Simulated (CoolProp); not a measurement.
Computed with CoolProp (reference Helmholtz-energy equation of state, Aleksandrov 2011). It is a short technical equation, of lower accuracy than the large ones.

### Question
For n-undecane, give the phase and the Z, cv (kJ/(kg K)), speed of sound (m/s), isothermal compressibility (1/MPa) at 476.8 K and 0.469 MPa.

### Answer
- 476.8 K and 0.469 MPa: liquid; Z 0.0312, cv 2.49, speed of sound 649, isothermal compressibility 0.00468
